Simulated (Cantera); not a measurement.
Ignition delay

Mixture: 3.92 % CH₄, 12.7 % O₂, 83.4 % N₂, at 5.00 bar, adiabatic and at constant volume. Ignition delay is the time to a rise of 400 K.

Model: GRI-Mech 3.0 (53 species, 325 reactions), integrated in Cantera.

```csv
T0 (K),delay (ms)
1100,50.0
1200,12.9
1300,3.79
1400,1.23
1500,0.436
1600,0.171
1700,0.0750
1800,0.0367
1900,0.0199
2000,0.0117
```

```yaml
apparent activation energy between 1800 and 2000 K: 170 kJ/mol
```
